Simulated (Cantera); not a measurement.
Cantera with NASA thermochemical tables; ideal gases at 1 bar, condensed phases pure. Values are per mole of reaction as written; species without (g) are pure solids or liquids, kept so even where they would boil at 1 bar. TaC: taken at fixed stoichiometry.

CO(g) + TaO₂(g) ⇌ TaC + O₃(g)

| T (K) | ΔH° (kJ) | ΔS° (J/K) | ΔG° (kJ) | log10 K |
|---|---|---|---|---|
| 300 | [?] | [?] | [?] | [?] |
| 975 | [?] | [?] | [?] | [?] |
| 1125 | 320.8 | -179.8 | 523.1 | -24.29 |
| 1275 | 323.5 | -177.5 | 549.9 | -22.53 |
| 1425 | 326.5 | -175.4 | 576.4 | -21.13 |
| 1575 | 329.7 | -173.2 | 602.5 | -19.98 |
| 1725 | [?] | [?] | [?] | [?] |

Fill in the missing entries.


- 300, ΔH° (kJ): 309.1
- 300, ΔS° (J/K): -196.5
- 300, ΔG° (kJ): 368.0
- 300, log10 K: -64.08
- 975, ΔH° (kJ): 318.1
- 975, ΔS° (J/K): -182.4
- 975, ΔG° (kJ): 495.9
- 975, log10 K: -26.57
- 1725, ΔH° (kJ): 333.5
- 1725, ΔS° (J/K): -170.9
- 1725, ΔG° (kJ): 628.3
- 1725, log10 K: -19.03
